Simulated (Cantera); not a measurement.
# Roasting and sulfation: FeS + SO₃ + CO₂

Feed: 1 mol FeS, 2.5 mol SO₃, 0.1 mol CO₂, at 58.0 mbar.

Method: chemical equilibrium by Gibbs-energy minimisation in Cantera with the NASA 1993 tables (ideal gas, pure condensed phases). Candidate condensed phases: C, Fe, Fe(CO)₅, FeO, FeS, FeSO₄, FeS₂, Fe₂O₃, Fe₂(SO₄)₃, Fe₃O₄, S; 25 gas species. Mutual solubility and eutectic melting of coexisting phases are not modelled. FeS: taken at fixed stoichiometry. Gases not in the tables: S₃ to S₇. Equilibrium is a limit: real reactors are often held back by kinetics, nucleation or transport.

| T (K) | x SO₂ | x S₂ | x CO₂ | x S₂O | x SO | x CO | n FeS₂(s) | n Fe₃O₄(s) | n FeS(s) |
|---|---|---|---|---|---|---|---|---|---|
| 723 | 0.969 | 0.000780 | 0.0304 | 0.000158 | 8.12e-8 | 1.99e-7 | 0.154 | 0.282 | 0 |
| 773 | 0.966 | 0.00312 | 0.0304 | 0.000426 | 4.25e-7 | 8.46e-7 | 0.148 | 0.284 | 0 |
| 823 | 0.958 | 0.0106 | 0.0302 | 0.00102 | 1.81e-6 | 3.02e-6 | 0.128 | 0.291 | 0 |
| 873 | 0.948 | 0.0210 | 0.0297 | 0.00164 | 5.92e-6 | 8.33e-6 | 0 | 0.280 | 0.160 |
| 923 | 0.941 | 0.0278 | 0.0297 | 0.00196 | 1.57e-5 | 1.92e-5 | 0 | 0.289 | 0.132 |
| 973 | 0.932 | 0.0359 | 0.0296 | 0.00231 | 3.76e-5 | 4.05e-5 | 0 | 0.301 | 0.0976 |
| 1023 | 0.922 | 0.0452 | 0.0295 | 0.00266 | 8.27e-5 | 7.95e-5 | 0 | 0.314 | 0.0584 |
| 1073 | 0.912 | 0.0556 | 0.0294 | 0.00303 | 0.000169 | 0.000146 | 0 | 0.329 | 0.0142 |
x: gas mole fraction; n: condensed amount in mol.

From 723 K to 823 K the condensed part is FeS₂(s) + Fe₃O₄(s). From 873 K to 1073 K the condensed part is FeS(s) + Fe₃O₄(s).
